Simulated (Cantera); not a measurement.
A freely propagating, adiabatic, planar premixed flame of CH4 : C2H6 : C3H8 : O2 : N2 = 1 : 0.28 : 0.068 : 5.11 : 16.9 (molar parts), unburnt at 548 K and 75.0 Torr; mixture-averaged transport, grid criteria slope 0.08 and curve 0.16, no radiation.

Model: GRI-Mech 3.0 (53 species, 325 reactions), integrated in Cantera. Burning velocities carry a grid error of a few per cent, more on coarse grids.

### Question
How do the results move with these cheaper or finer settings: unity-Lewis-number transport; multicomponent transport; multicomponent+Soret transport; grid criteria slope 0.5, curve 1; grid criteria slope 0.25, curve 0.5; grid criteria slope 0.03, curve 0.06?

### Answer
| setting | laminar burning velocity | thermal thickness | peak x(HCO) | peak x(H2) | grid points |
|---|---|---|---|---|---|
| as above | 134 cm/s | 2.76 mm | 5.87e-5 | 0.0137 | 150 |
| unity-Lewis-number transport | 96.5 cm/s | 3.16 mm | 4.85e-5 | 0.0125 | 144 |
| multicomponent transport | 134 cm/s | 2.78 mm | 5.89e-5 | 0.0138 | 150 |
| multicomponent+Soret transport | 133 cm/s | 2.78 mm | 5.84e-5 | 0.0131 | 150 |
| grid criteria slope 0.5, curve 1 | 146 cm/s | 3.18 mm | 5.42e-5 | 0.0139 | 53 |
| grid criteria slope 0.25, curve 0.5 | 139 cm/s | 2.89 mm | 5.83e-5 | 0.0140 | 65 |
| grid criteria slope 0.03, curve 0.06 | 132 cm/s | 2.72 mm | 5.85e-5 | 0.0136 | 351 |
The base run took about 17 core-seconds (a rough figure).
Unity Lewis numbers drop preferential diffusion, which matters most where H2 and H carry the flame; Soret adds thermal diffusion.
